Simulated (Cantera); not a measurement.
Dilute partial oxidation

An isothermal, constant-pressure homogeneous reactor starts with C₂H₆ : O₂ : N₂ : CH₄ = 0.0062 : 0.037 : 1 : 0.012 (molar parts), equivalence ratio 1.2, at 1298 K and 1050 Torr.

Cantera simulation using GRI-Mech 3.0 (53 species, 325 reactions); the numbers are that mechanism's predictions, not measurements. The temperature is held fixed by assumption; the heat of reaction is taken as removed at once.

| t (s) | x C₂H₆ | x O₂ | x NO | x NO₂ | x N₂O |
|---|---|---|---|---|---|
| 6.00e-5 | 0.00587 | 0.0351 | <1e-12 | <1e-12 | <1e-12 |
| 0.000360 | 0.00562 | 0.0349 | <1e-12 | <1e-12 | 2.03e-10 |
| 0.00216 | 0.000355 | 0.0217 | 2.74e-9 | 5.01e-11 | 1.03e-8 |
| 0.0129 | <1e-12 | 4.79e-7 | 1.23e-6 | <1e-12 | 5.97e-10 |
| 0.0775 | <1e-12 | 5.30e-9 | 1.17e-6 | <1e-12 | 5.98e-10 |
| 0.464 | <1e-12 | 1.16e-10 | 8.73e-7 | <1e-12 | 1.19e-9 |
| 2.78 | <1e-12 | 3.64e-12 | 4.30e-7 | <1e-12 | 2.75e-10 |
| 16.7 | <1e-12 | <1e-12 | 1.24e-7 | <1e-12 | 1.01e-11 |
| 100 | <1e-12 | <1e-12 | 7.27e-9 | <1e-12 | <1e-12 |
x: mole fraction; the columns are a selection and need not sum to one.

Equilibrium at this temperature and pressure: C₂H₆ <1e-12, O₂ <1e-12, NO 2.37e-10, NO₂ <1e-12, N₂O <1e-12 (gas phase only).
